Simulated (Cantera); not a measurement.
# Thermodynamics of silicon nitride deposition, feed SiHCl₃ + NH₃

A closed system holds: 1 mol SiHCl₃, 46 mol NH₃, equilibrated at 1975 K.

Equilibrium computed with Cantera from the NASA thermochemical tables; the gas is ideal and each condensed phase is pure. Candidate condensed phases: NH₄Cl, Si, Si₃N₄; 28 gas species. The tables' values for SiCl, SiN, SiCl₃ are old estimates; treat these amounts as uncertain. Gases not in the tables: Si₂H₆ and higher silanes. Kinetics and transport are ignored.

```csv
P (Pa),x H₂,x N₂,x H,x HCl,x Si,n Si(l),n Si₃N₄(s)
5,0.589,0.224,0.149,0.0244,0.00956,0,0
15,0.640,0.231,0.0894,0.0269,0.00969,0,0
45,0.672,0.236,0.0529,0.0281,0.00945,0,0
140,0.692,0.239,0.0304,0.0278,0.00861,0,0
410,0.705,0.240,0.0179,0.0261,0.00712,0,0
1200,0.715,0.243,0.0106,0.0263,0.00269,0.445,0
3700,0.720,0.244,0.00604,0.0266,0.000874,0.646,0
11000,0.723,0.244,0.00351,0.0267,0.000294,0.715,0
33000,0.724,0.244,0.00203,0.0268,9.80e-5,0.741,0
100000,0.728,0.240,0.00117,0.0285,2.01e-5,0,0.276
```
x: gas mole fraction; n: condensed amount in mol.

From 5.00 Pa to 410 Pa nothing is condensed. From 1200 Pa to 33000 Pa the condensed part is Si(l). At 100000 Pa the condensed part is Si₃N₄(s). The main Si-bearing gas is Si at 5.00 Pa and SiCl₂ at 100000 Pa.
